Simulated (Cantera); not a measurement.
# Hydrocarbon pyrolysis for carbon deposition

A perfectly stirred reactor is fed with C3H8 : H2 = 1 : 22 (molar parts), at 1.05 Torr; it is held at 1850 K, and followed from long to short residence time.

Model: GRI-Mech 3.0 (53 species, 325 reactions), integrated in Cantera. GRI-Mech 3.0 was tuned for natural gas; its chemistry of propane as a main component is partial and can be far from experiment. GRI-Mech 3.0 stops at C3 and has no aromatics, soot or wall deposition, so with more carbon than oxygen in the feed, carbon stays in small species such as C2H2 where larger ones or solid carbon would form. Radical loss at walls, strong at low pressure, is not modelled.

| τ (s) | x C3H8 | x H2 | x C2H2 | x CH4 | x CH3 | x CH2 |
|---|---|---|---|---|---|---|
| 16 | 6.88e-7 | 0.934 | 0.0555 | 0.00381 | 0.000535 | 3.89e-6 |
| 4.9 | 2.47e-6 | 0.932 | 0.0535 | 0.00796 | 0.000971 | 5.66e-6 |
| 1.6 | 7.85e-6 | 0.928 | 0.0504 | 0.0141 | 0.00164 | 8.16e-6 |
| 0.50 | 2.51e-5 | 0.923 | 0.0457 | 0.0227 | 0.00271 | 1.19e-5 |
| 0.16 | 7.59e-5 | 0.916 | 0.0401 | 0.0323 | 0.00418 | 1.67e-5 |
| 0.051 | 0.000227 | 0.910 | 0.0337 | 0.0409 | 0.00600 | 2.23e-5 |
| 0.016 | 0.000687 | 0.905 | 0.0263 | 0.0463 | 0.00806 | 2.82e-5 |
| 0.0051 | 0.00205 | 0.904 | 0.0172 | 0.0462 | 0.0105 | 3.41e-5 |
| 0.0016 | 0.00624 | 0.909 | 0.00722 | 0.0379 | 0.0138 | 3.75e-5 |
| 0.00052 | 0.0172 | 0.924 | 0.00124 | 0.0196 | 0.0149 | 2.77e-5 |
| 0.00016 | 0.0329 | 0.945 | 5.04e-5 | 0.00372 | 0.00802 | 6.05e-6 |
x: mole fraction; the columns are a selection and need not sum to one.
